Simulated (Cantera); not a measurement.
# Silicon epitaxy and polysilicon growth: Si₃H₈ + Cl₂ + N₂

Input: 1 mol Si₃H₈, 0.04 mol Cl₂, 100 mol N₂, equilibrated at 1750 K and 0.00370 bar.

Equilibrium computed with Cantera from the NASA thermochemical tables; the gas is ideal and each condensed phase is pure. Candidate condensed phases: NH₄Cl, Si, Si₃N₄; 28 gas species. The feed counts by its element totals alone. The tables' values for SiN are old estimates; treat these amounts as uncertain. Rates play no part.

```yaml
x(N₂): 0.960
x(H₂): 0.0377
x(H): 0.000742
x(HCl): 0.000669
x(Si): 0.000406
x(SiCl₂): 3.95e-5
x(Si₂N): 2.12e-5
x(SiN): 1.25e-5
x(Cl): 1.02e-5
n(Si(l)): 2.95 mol
gas_amount: 104.1 mol
```
